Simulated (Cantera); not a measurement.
What does this Cantera script print?

```python
import numpy as np
import cantera as ct

gas_names = """
    H H2 N NH NH2 NH3 N2 N2H2 N2H4 Si SiH SiH2 SiH3 SiH4 SiN Si2 Si2N Si3
""".split()
cond_names = """
    Si(cr) Si(L) Si3N4(a)
""".split()


def load(file, names, dense=False):
    # The tables refer to 1 bar. Condensed volumes are neglected.
    table = {s.name: s for s in ct.Species.list_from_file(file)}
    out = []
    for n in names:
        d = dict(table[n].input_data)
        d["thermo"] = dict(d["thermo"], **{"reference-pressure": 1e5})
        if dense:
            d["equation-of-state"] = {"model": "constant-volume", "density": "1e6 g/cm^3"}
        out.append(ct.Species.from_dict(d))
    return out


gas = ct.Solution(thermo="ideal-gas", species=load("nasa_gas.yaml", gas_names))
cond = {s.name: ct.Solution(thermo="fixed-stoichiometry", species=[s], name=s.name)
        for s in load("nasa_condensed.yaml", cond_names, dense=True)}
atoms = {
    'trisilylamine': {'Si': 3, 'N': 1, 'H': 9},
    'NH3': {'N': 1, 'H': 3},
    'H2': {'H': 2},
    'N2': {'N': 2},
}
top_T = {'Si3N4(a)': 2400}  # K; cautious upper limits of use, not melting points


def equilibrate(T, P, feed):
    n = {}
    for name, mol in feed.items():
        for a, k in atoms[name].items():
            n[a] = n.get(a, 0.0) + k * mol
    gas.TPX = T, P, n
    mass = sum(n.values()) * gas.mean_molecular_weight
    gas.equilibrate("TP")
    valid = [c for c in cond.values() if c.min_temp <= T <= top_T.get(c.name, c.max_temp)]
    mix = ct.Mixture([(gas, mass / gas.mean_molecular_weight)] + [(c, 0.0) for c in valid])
    mix.T, mix.P = T, P
    mix.equilibrate("TP", solver="vcs", rtol=1e-11, max_steps=5000)
    return mix


results = []
feed = {'trisilylamine': 1, 'NH3': 4, 'H2': 0.42, 'N2': 2.6}  # mol
P = 100000  # Pa
for T in [1923, 1948, 1973, 1998, 2023, 2048, 2073, 2098]:
    mix = equilibrate(T, P, feed)
    results.append((T, P, feed, dict(zip(mix.species_names, mix.species_moles))))

top = {s: max(r[3][s] / sum(r[3][g] for g in gas_names) for r in results) for s in gas_names}
cols = sorted((s for s in top if top[s] > 1e-05), key=lambda s: -top[s])[:8]
seen = [c for c in cond_names if any(r[3].get(c, 0) > 1e-12 for r in results)]
print("log10 of partial pressures in bar; condensed amounts in mol")
print(f"{'T/K':>10s}" + "".join(f"{s[:9]:>10s}" for s in cols + seen))
for T, P, feed, n in results:
    ng = sum(n[g] for g in gas_names)
    print(f"{T:10.4g}" + "".join(f"{np.log10(max(n[s] / ng * P / 1e5, 1e-99)):10.3f}" for s in cols)
          + "".join(f"{n.get(c, 0):10.4g}" for c in seen))
```

Output:

```
log10 of partial pressures in bar; condensed amounts in mol
       T/K        H2        N2         H        Si      SiH2       SiH      Si2N       SiN     Si(L)  Si3N4(a)
      1923    -0.109    -0.656    -3.080    -5.161    -4.671    -5.302    -6.230    -5.990         0    0.9998
      1948    -0.109    -0.656    -3.001    -4.923    -4.504    -5.091    -5.929    -5.780         0    0.9997
      1973    -0.109    -0.656    -2.924    -4.691    -4.341    -4.886    -5.635    -5.575         0    0.9996
      1998    -0.109    -0.656    -2.849    -4.465    -4.182    -4.686    -5.349    -5.375         0    0.9994
      2023    -0.110    -0.655    -2.776    -4.245    -4.028    -4.492    -5.071    -5.180   0.01413    0.9943
      2048    -0.159    -0.517    -2.729    -4.122    -4.017    -4.417    -4.914    -5.013      2.51    0.1619
      2073    -0.168    -0.498    -2.664    -4.001    -3.968    -4.326    -4.818    -4.908     2.995         0
      2098    -0.168    -0.498    -2.596    -3.884    -3.911    -4.232    -4.734    -4.814     2.994         0
```

Cantera equilibrium calculation (NASA polynomials, part measured and part estimated; ideal gas, pure solids and liquids). The feed counts by its element totals alone. Mutual solubility and eutectic melting of coexisting phases are not modelled. The tables' values for SiN are old estimates; treat these amounts as uncertain. Gases not in the tables: Si2H6 and higher silanes.
